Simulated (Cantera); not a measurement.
A Cantera script and its output.

```python
import numpy as np
import cantera as ct

gas = ct.Solution("gri30.yaml")
gas.TPX = 950, 1333, {'H2': 0.097, 'O2': 1}
reactor = ct.IdealGasConstPressureReactor(gas, energy="off", clone=False)
net = ct.ReactorNet([reactor])
net.rtol, net.atol = 1e-08, 1e-18
show = ['H2', 'O2', 'H2O', 'HO2', 'H2O2', 'O', 'OH']
times = np.geomspace(1e-06, 200, 12)

steps = ct.SolutionArray(gas, extra=["t"])
rows = []
print(f"{'t/s':>10s}{'T/K':>9s}{'P/Pa':>11s}" + "".join(f"{s:>11s}" for s in show))
for t in times:
    while net.time < t:
        t_next = net.step()
        steps.append(gas.state, t=t_next)
    rows.append([np.interp(t, steps.t, y) for y in (steps.T, steps.P, *steps(*show).X.T)])
    print(f"{t:10.3e}{rows[-1][0]:9.1f}{rows[-1][1]:11.4g}" + "".join(f"{x:11.3e}" for x in rows[-1][2:]))
rate = np.gradient(steps.T, steps.t)
print("integrator steps:", len(steps.t))
if steps.T.max() > steps.T[0] + 200:
    print(f"time of steepest temperature rise: {steps.t[rate.argmax()]:.4e} s")
gas.TPX = 950, 1333, {'H2': 0.097, 'O2': 1}
gas.equilibrate("TP")
print(f"equilibrium (TP): T = {gas.T:.1f} K  " + "  ".join(f"{s} {gas[s].X[0]:.3e}" for s in show))
```

Result:

```
       t/s      T/K       P/Pa         H2         O2        H2O        HO2       H2O2          O         OH
 1.000e-06    950.0       1333  8.842e-02  9.116e-01  2.949e-18  1.852e-13  4.511e-20  4.657e-16  4.636e-16
 5.684e-06    950.0       1333  8.842e-02  9.116e-01  4.902e-16  1.053e-12  1.455e-18  1.484e-14  1.449e-14
 3.231e-05    950.0       1333  8.842e-02  9.116e-01  7.385e-14  5.992e-12  4.631e-17  4.457e-13  3.945e-13
 1.836e-04    950.0       1333  8.842e-02  9.116e-01  8.292e-12  3.432e-11  1.497e-15  1.188e-11  7.082e-12
 1.044e-03    950.0       1333  8.842e-02  9.116e-01  1.136e-09  2.170e-10  5.091e-14  6.152e-10  2.457e-10
 5.932e-03    950.0       1333  8.392e-02  9.089e-01  3.358e-03  6.470e-06  2.349e-08  1.474e-03  5.619e-04
 3.372e-02    950.0       1333  4.229e-04  9.047e-01  9.132e-02  7.617e-06  1.866e-07  2.409e-03  5.838e-04
 1.916e-01    950.0       1333  1.122e-05  9.074e-01  9.246e-02  1.011e-06  8.305e-08  6.053e-05  7.956e-05
 1.089e+00    950.0       1333  3.442e-07  9.075e-01  9.250e-02  8.066e-08  2.158e-08  2.943e-06  1.793e-05
 6.191e+00    950.0       1333  2.010e-08  9.075e-01  9.251e-02  8.843e-09  5.174e-09  2.833e-07  5.551e-06
 3.519e+01    950.0       1333  2.338e-09  9.075e-01  9.251e-02  1.306e-09  1.203e-09  3.836e-08  2.035e-06
 2.000e+02    950.0       1333  3.447e-10  9.075e-01  9.251e-02  2.879e-10  2.530e-10  5.968e-09  8.014e-07
integrator steps: 1918
equilibrium (TP): T = 950.0 K  H2 1.543e-11  O2 9.075e-01  H2O 9.251e-02  HO2 3.931e-10  H2O2 1.461e-11  O 2.639e-10  OH 1.683e-07
```

Cantera simulation using GRI-Mech 3.0 (53 species, 325 reactions); the numbers are that mechanism's predictions, not measurements. Radical loss at walls, strong at low pressure, is not modelled. The temperature is held fixed by assumption; the heat of reaction is taken as removed at once.
